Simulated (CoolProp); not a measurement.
The fluid at 451.47 K and 0.271 MPa expands adiabatically to 0.0667 MPa with isentropic efficiency 0.85. The same conditions are run with several fluids, on thermodynamics alone (safety and materials aside).

Model: reference Helmholtz-energy equation of state of each fluid (R113: Marx 1992; R134a: Tillner-Roth 1994; cis-2-butene: Lemmon 2005; cyclopropane: Polt 1992; R123: Younglove 1994), in CoolProp. The equations of Platzer and Polt are older, rougher fits.

Question: Rank R113, R134a, cis-2-butene, cyclopropane, R123 by work (kJ/kg), highest first.

Answer: cyclopropane (98.3), cis-2-butene (74.6), R134a (41.2), R123 (27.4), R113 (22.4)

```csv
fluid,final temperature (K),final density (kg/m³)
R113,420.1,3.62
R134a,411.3,2.00
cis-2-butene,411.7,1.10
cyclopropane,399.8,0.848
R123,415.7,2.98
```
